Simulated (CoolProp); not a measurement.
Ammonia at several states: density (kg/m³) from the reference equation and from simpler models built on Tc = 132.4 °C, pc = 11360 kPa, ω = 0.256; each cubic takes its own stable root.

Computed with CoolProp (reference Helmholtz-energy equation of state, Gao 2020).

```csv
T (°C),p (kPa),phase,reference,van der Waals,Redlich-Kwong
421.85,42.2,gas,0.1244,0.1244,0.1244
252.95,13300,supercritical,(withheld),(withheld),(withheld)
341.45,534,gas,1.786,1.788,1.788
148.05,18,gas,0.08758,0.08757,0.08758
389.35,21500,supercritical,(withheld),(withheld),(withheld)
```

**Question.** Fill in the missing entries.

**Answer.** 
- 252.95, reference: 62.52
- 252.95, van der Waals: 65.01
- 252.95, Redlich-Kwong: 63.65
- 389.35, reference: 73.09
- 389.35, van der Waals: 77.85
- 389.35, Redlich-Kwong: 74.91
